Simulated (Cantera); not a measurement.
# Hydrocarbon pyrolysis for carbon deposition

An isothermal, constant-pressure homogeneous reactor starts with 1.04 % C₂H₆, 99.0 % N₂, at 1225 K and 0.132 atm.

Computed with Cantera and GRI-Mech 3.0 (53 species, 325 reactions). GRI-Mech 3.0 stops at C3 and has no aromatics, soot or wall deposition, so with more carbon than oxygen in the feed, carbon stays in small species such as C2H2 where larger ones or solid carbon would form.

```json
[
 {"t (s)": "0.000300", "x C₂H₆": "0.0104", "x C₂H₄": "3.29e-7", "x CH₃": "4.86e-6", "x C₂H": "<1e-12", "x CH₄": "2.00e-7"},
 {"t (s)": "0.000758", "x C₂H₆": "0.0104", "x C₂H₄": "4.86e-6", "x CH₃": "1.14e-5", "x C₂H": "<1e-12", "x CH₄": "1.22e-6"},
 {"t (s)": "0.00191", "x C₂H₆": "0.0103", "x C₂H₄": "6.09e-5", "x CH₃": "2.43e-5", "x C₂H": "<1e-12", "x CH₄": "6.97e-6"},
 {"t (s)": "0.00483", "x C₂H₆": "0.00996", "x C₂H₄": "0.000403", "x CH₃": "4.28e-5", "x C₂H": "2.02e-12", "x CH₄": "3.61e-5"},
 {"t (s)": "0.0122", "x C₂H₆": "0.00881", "x C₂H₄": "0.00145", "x CH₃": "4.63e-5", "x C₂H": "9.97e-12", "x CH₄": "0.000140"},
 {"t (s)": "0.0308", "x C₂H₆": "0.00622", "x C₂H₄": "0.00374", "x CH₃": "3.88e-5", "x C₂H": "3.62e-11", "x CH₄": "0.000415"},
 {"t (s)": "0.0779", "x C₂H₆": "0.00219", "x C₂H₄": "0.00665", "x CH₃": "2.20e-5", "x C₂H": "1.26e-10", "x CH₄": "0.000955"},
 {"t (s)": "0.197", "x C₂H₆": "0.000216", "x C₂H₄": "0.00637", "x CH₃": "5.96e-6", "x C₂H": "1.64e-10", "x CH₄": "0.00128"},
 {"t (s)": "0.497", "x C₂H₆": "1.88e-5", "x C₂H₄": "0.00483", "x CH₃": "1.73e-6", "x C₂H": "7.73e-11", "x CH₄": "0.00132"},
 {"t (s)": "1.25", "x C₂H₆": "2.32e-6", "x C₂H₄": "0.00367", "x CH₃": "6.14e-7", "x C₂H": "3.40e-11", "x CH₄": "0.00133"},
 {"t (s)": "3.17", "x C₂H₆": "5.92e-7", "x C₂H₄": "0.00269", "x CH₃": "3.10e-7", "x C₂H": "1.98e-11", "x CH₄": "0.00133"},
 {"t (s)": "8.00", "x C₂H₆": "3.09e-7", "x C₂H₄": "0.00158", "x CH₃": "2.37e-7", "x C₂H": "1.73e-11", "x CH₄": "0.00133"}
]
```
x: mole fraction; the columns are a selection and need not sum to one.

Equilibrium at this temperature and pressure: C₂H₆ 1.23e-8, C₂H₄ 4.17e-5, CH₃ 6.13e-8, C₂H 2.76e-12, CH₄ 0.000520 (gas phase only).
